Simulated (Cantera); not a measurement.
**Fluorocarbon and chlorocarbon gases: CH₃Cl + Si + H₂**

Feed: 1 mol CH₃Cl, a varied amount of Si, 11 mol H₂, held at 600 °C and 0.100 bar.

These are equilibrium values from Cantera (NASA tables, ideal gas, pure condensed phases), not measurements of a reactor. Candidate condensed phases: C, C₆H₆, C₇H₈, C₈H₁₈, Si, SiC; 109 gas species. The tables' values for SiCl₃ are old estimates; treat these amounts as uncertain. The numbers say what is thermodynamically allowed, not how fast it happens.

At 0.12 mol Si the condensed part is C(graphite). From 0.16 mol Si to 0.64 mol Si the condensed part is C(graphite) + SiC(s). From 0.84 mol Si to 1.1 mol Si the condensed part is SiC(s). The main Si-bearing gas is SiCl₄ throughout. The share of Si in condensed phases is highest at 1.1 mol Si (83.5 %) and lowest at 0.12 mol Si (0.0 %).

| n(Si) (mol) | log p H₂ | log p HCl | log p CH₄ | log p SiCl₄ | log p SiHCl₃ | log p SiCl₃ | log p SiH₂Cl₂ | n C(graphite) | n SiC(s) |
|---|---|---|---|---|---|---|---|---|---|
| 0.12 | -1.04 | -2.37 | -2.43 | -3.03 | -4.37 | -6.42 | -6.75 | 0.539 | 0 |
| 0.16 | -1.04 | -2.47 | -2.42 | -2.95 | -4.19 | -6.24 | -6.46 | 0.521 | 0.0130 |
| 0.21 | -1.04 | -2.47 | -2.42 | -2.95 | -4.19 | -6.24 | -6.46 | 0.471 | 0.0630 |
| 0.28 | -1.04 | -2.47 | -2.42 | -2.95 | -4.19 | -6.24 | -6.46 | 0.401 | 0.133 |
| 0.37 | -1.04 | -2.47 | -2.42 | -2.95 | -4.19 | -6.24 | -6.46 | 0.311 | 0.223 |
| 0.49 | -1.04 | -2.47 | -2.42 | -2.95 | -4.19 | -6.24 | -6.46 | 0.191 | 0.343 |
| 0.64 | -1.04 | -2.47 | -2.42 | -2.95 | -4.19 | -6.24 | -6.46 | 0.0409 | 0.493 |
| 0.84 | -1.03 | -2.51 | -2.60 | -2.93 | -4.12 | -6.18 | -6.35 | 0 | 0.685 |
| 1.1 | -1.02 | -2.65 | -3.19 | -2.88 | -3.93 | -5.99 | -6.01 | 0 | 0.918 |
log p: log10 of the partial pressure in bar; n: condensed amount in mol.
